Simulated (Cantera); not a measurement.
An adiabatic, constant-pressure homogeneous reactor starts with CH4 : O2 : N2 = 1 : 1.11 : 10.4 (molar parts), equivalence ratio 1.8, at 1475 K and 760 Torr. Integrator tolerance rtol = 1e-08.

Computed with Cantera and GRI-Mech 3.0 (53 species, 325 reactions).

What does this change do: N2 10.4 to 3.7 parts?


| quantity | before | after |
|---|---|---|
| time of steepest temperature rise | 4.61 ms | 1.80 ms |
| temperature at 0.700 s | 2145 K | 2624 K |
| equilibrium temperature | 2145 K | 2624 K |
| x(CH4) at 0.700 s | 5.13e-12 (gas-phase equilibrium 5.81e-12) | 3.88e-12 (gas-phase equilibrium 4.40e-12) |
| x(O2) at 0.700 s | 7.68e-7 (gas-phase equilibrium 7.68e-7) | 0.000147 (gas-phase equilibrium 0.000147) |
| x(C2H) at 0.700 s | <1e-12 (gas-phase equilibrium <1e-12) | <1e-12 (gas-phase equilibrium <1e-12) |
| x(O) at 0.700 s | 1.65e-6 (gas-phase equilibrium 1.65e-6) | 0.000315 (gas-phase equilibrium 0.000315) |
| x(CO) at 0.700 s | 0.0614 (gas-phase equilibrium 0.0614) | 0.126 (gas-phase equilibrium 0.126) |
| x(NO) at 0.700 s | 2.23e-5 (gas-phase equilibrium 2.11e-5) | 0.000625 (gas-phase equilibrium 0.000625) |

What does this change do: 0.035 parts C2H6 added?


```tsv
quantity	before	after
time of steepest temperature rise	4.61 ms	2.13 ms
temperature at 0.700 s	2145 K	2113 K
equilibrium temperature	2145 K	2113 K
x(CH4) at 0.700 s	5.13e-12 (gas-phase equilibrium 5.81e-12)	1.10e-11 (gas-phase equilibrium 1.25e-11)
x(O2) at 0.700 s	7.68e-7 (gas-phase equilibrium 7.68e-7)	3.30e-7 (gas-phase equilibrium 3.30e-7)
x(C2H) at 0.700 s	<1e-12 (gas-phase equilibrium <1e-12)	<1e-12 (gas-phase equilibrium <1e-12)
x(O) at 0.700 s	1.65e-6 (gas-phase equilibrium 1.65e-6)	8.72e-7 (gas-phase equilibrium 8.72e-7)
x(CO) at 0.700 s	0.0614 (gas-phase equilibrium 0.0614)	0.0669 (gas-phase equilibrium 0.0669)
x(NO) at 0.700 s	2.23e-5 (gas-phase equilibrium 2.11e-5)	1.50e-5 (gas-phase equilibrium 1.27e-5)
```

What does this change do: initial temperature 1475 to 1700 K?


| quantity | before | after |
|---|---|---|
| time of steepest temperature rise | 4.61 ms | 0.488 ms |
| temperature at 0.700 s | 2145 K | 2347 K |
| equilibrium temperature | 2145 K | 2347 K |
| x(CH4) at 0.700 s | 5.13e-12 (gas-phase equilibrium 5.81e-12) | 1.70e-12 (gas-phase equilibrium 1.91e-12) |
| x(O2) at 0.700 s | 7.68e-7 (gas-phase equilibrium 7.68e-7) | 9.23e-6 (gas-phase equilibrium 9.23e-6) |
| x(C2H) at 0.700 s | <1e-12 (gas-phase equilibrium <1e-12) | <1e-12 (gas-phase equilibrium <1e-12) |
| x(O) at 0.700 s | 1.65e-6 (gas-phase equilibrium 1.65e-6) | 1.97e-5 (gas-phase equilibrium 1.97e-5) |
| x(CO) at 0.700 s | 0.0614 (gas-phase equilibrium 0.0614) | 0.0623 (gas-phase equilibrium 0.0623) |
| x(NO) at 0.700 s | 2.23e-5 (gas-phase equilibrium 2.11e-5) | 0.000114 (gas-phase equilibrium 0.000114) |
